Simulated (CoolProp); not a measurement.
A Linde-Hampson liquefier for CF4 (R14): isothermal reversible compression at 320 K from 1 atm to 20 MPa, throttling to 1 atm, return gas leaving the recuperator 0 K below the feed. Each further row changes one setting.

Computed with CoolProp (reference Helmholtz-energy equation of state, Platzer 1990). This equation is an older, rougher fit; its heat capacities, sound speeds and derivatives of the liquid may be far off and weren't checked against measurements.

```
case                        liquid yield per pass  compression work (kJ/kg of gas)
--------------------------  ---------------------  -------------------------------
as stated                                   0.226                              148
high pressure 40 MPa                        0.253                              169
warm-end temperature 350 K                  0.172                              166
warm-end gap 5 K                            0.214                              148
```
